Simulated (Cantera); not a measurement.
Input: 1 mol CuO, 0.5 mol CO, 0.99 mol H2, held at 2900 Pa.

Method: chemical equilibrium by Gibbs-energy minimisation in Cantera with the NASA 1993 tables (ideal gas, pure condensed phases). Candidate condensed phases: C, C6H6, C7H8, C8H18, Cu, CuO, Cu(OH)2, Cu2O, H2O; 113 gas species. Kinetics and transport are ignored.

Q: Which condensed phases are stable at each of these points (T (°C)): 527, 677, 827, 977, 1127, 1277, 1427, 1577, 1727, 1877, 2027, 2177?

A: 
```csv
T (°C),condensed phases,Cu condensed (%)
527,Cu(s),100.0
677,Cu(s),100.0
827,Cu(s),100.0
977,Cu(s),100.0
1127,Cu(l),100.0
1277,Cu(l),99.9
1427,Cu(l),99.2
1577,Cu(l),94.9
1727,Cu(l),73.7
1877,gas only,0.0
2027,gas only,0.0
2177,gas only,0.0
```

From 527 °C to 977 °C the condensed part is Cu(s). From 1127 °C to 1727 °C the condensed part is Cu(l). From 1877 °C to 2177 °C nothing is condensed.
